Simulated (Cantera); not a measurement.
Equilibrium for carbon deposition, reforming and gasification: C3H6 + NH3

Input: 1 mol C3H6, 1.7 mol NH3, equilibrated at 8.00 bar.

Cantera equilibrium calculation (NASA polynomials, part measured and part estimated; ideal gas, pure solids and liquids). Candidate condensed phases: C, C6H6, C7H8, C8H18; 110 gas species. Ions and electrons are included (thermal ionisation). The numbers say what is thermodynamically allowed, not how fast it happens.

```json
[
 {"T (K)": "2500", "x H2": "0.837", "x H": "0.00813", "x N2": "0.120", "x C2H2 (acetylene)": "0.00905", "x HCN": "0.0224", "x C": "2.08e-8", "x C2H": "6.32e-6", "x CN": "1.26e-5", "x C3": "6.21e-8", "x C2": "5.72e-9", "x HNC": "0.00263", "x C4H2": "4.04e-5", "n C(graphite)": "2.71"},
 {"T (K)": "3000", "x H2": "0.741", "x H": "0.0481", "x N2": "0.0974", "x C2H2 (acetylene)": "0.0461", "x HCN": "0.0537", "x C": "6.34e-6", "x C2H": "0.000514", "x CN": "0.000360", "x C3": "3.90e-5", "x C2": "3.96e-6", "x HNC": "0.0101", "x C4H2": "0.00120", "n C(graphite)": "1.92"},
 {"T (K)": "3500", "x H2": "0.532", "x H": "0.152", "x N2": "0.0687", "x C2H2 (acetylene)": "0.114", "x HCN": "0.0796", "x C": "0.000371", "x C2H": "0.0103", "x CN": "0.00353", "x C3": "0.00365", "x C2": "0.000409", "x HNC": "0.0210", "x C4H2": "0.0102", "n C(graphite)": "0.0687"},
 {"T (K)": "4000", "x H2": "0.379", "x H": "0.347", "x N2": "0.0579", "x C2H2 (acetylene)": "0.0622", "x HCN": "0.0588", "x C": "0.00429", "x C2H": "0.0278", "x CN": "0.0112", "x C3": "0.0177", "x C2": "0.00394", "x HNC": "0.0199", "x C4H2": "0.00420", "n C(graphite)": "0"},
 {"T (K)": "4500", "x H2": "0.210", "x H": "0.561", "x N2": "0.0510", "x C2H2 (acetylene)": "0.0163", "x HCN": "0.0301", "x C": "0.0219", "x C2H": "0.0295", "x CN": "0.0212", "x C3": "0.0263", "x C2": "0.0132", "x HNC": "0.0124", "x C4H2": "0.000512", "n C(graphite)": "0"},
 {"T (K)": "5000", "x H2": "0.0918", "x H": "0.689", "x N2": "0.0460", "x C2H2 (acetylene)": "0.00243", "x HCN": "0.0116", "x C": "0.0633", "x C2H": "0.0159", "x CN": "0.0279", "x C3": "0.0176", "x C2": "0.0214", "x HNC": "0.00554", "x C4H2": "2.54e-5", "n C(graphite)": "0"}
]
```
x: gas mole fraction; n: condensed amount in mol.

From 2500 K to 3500 K the condensed part is C(graphite). From 4000 K to 5000 K nothing is condensed. The main C-bearing gas is HCN at 2500 K and C at 5000 K.
